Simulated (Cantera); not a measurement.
A closed system holds: 1 mol TEOS, 1 mol O3, 35 mol N2, at 3.53 Torr.

Cantera equilibrium calculation (NASA polynomials, part measured and part estimated; ideal gas, pure solids and liquids). Candidate condensed phases: C, C6H6, C7H8, C8H18, H2O, Si, SiC, SiO2, Si2N2O, Si3N4; 151 gas species. The feed counts by its element totals alone. N2 is the only nitrogen source here; it is nearly inert below about 1500 K, so the nitride shown seldom forms there in practice. The numbers say what is thermodynamically allowed, not how fast it happens.

x: gas mole fraction; n: condensed amount in mol.

| T (K) | x N2 | x H2 | x CO | x H | x HCN | n C(graphite) | n Si2N2O(s) | n SiC(s) |
|---|---|---|---|---|---|---|---|---|
| 1175 | 0.676 | 0.196 | 0.127 | 7.92e-7 | 2.05e-5 | 1.50 | 0.500 | 0 |
| 1250 | 0.676 | 0.196 | 0.127 | 3.12e-6 | 4.62e-5 | 1.50 | 0.500 | 0 |
| 1325 | 0.676 | 0.196 | 0.127 | [?] | [?] | 1.50 | 0.500 | 0 |
| 1400 | 0.676 | 0.196 | 0.127 | 3.14e-5 | 0.000181 | 1.49 | 0.499 | 0 |
| 1475 | 0.676 | 0.196 | 0.127 | 8.37e-5 | 0.000322 | 1.49 | 0.496 | 0 |
| 1550 | 0.673 | 0.192 | 0.134 | 0.000201 | 0.000534 | 0.00486 | 0 | 0.983 |
| 1625 | 0.672 | 0.192 | 0.134 | 0.000450 | 0.000843 | 0 | 0 | 0.977 |
| 1700 | 0.672 | 0.191 | 0.134 | 0.000940 | 0.00122 | 0 | 0 | 0.967 |
| 1775 | 0.672 | 0.190 | 0.134 | [?] | [?] | 0 | 0 | 0.953 |
| 1850 | 0.671 | 0.189 | 0.133 | 0.00342 | 0.00232 | 0 | 0 | 0.934 |
| 1925 | 0.669 | 0.187 | 0.133 | 0.00603 | 0.00310 | 0 | 0 | 0.907 |

**Question.** Complete the blanks.

**Answer.** 
- 1325, x H: 1.06e-5
- 1325, x HCN: 9.50e-5
- 1775, x H: 0.00184
- 1775, x HCN: 0.00170
